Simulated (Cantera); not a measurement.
Charge: 1 mol Si, 3 mol NF3, 39 mol N2, held at 0.200 bar.

Cantera equilibrium calculation (NASA polynomials, part measured and part estimated; ideal gas, pure solids and liquids). Candidate condensed phases: Si, Si3N4; 16 gas species. The numbers say what is thermodynamically allowed, not how fast it happens.

**Question.** At 875 K, list the 5 most abundant gas species with their mole fractions, and the condensed phases.

**Answer.** N2 0.918, F2 0.0420, SiF4 0.0227, F 0.0110, NF3 0.00624. Condensed: gas only.
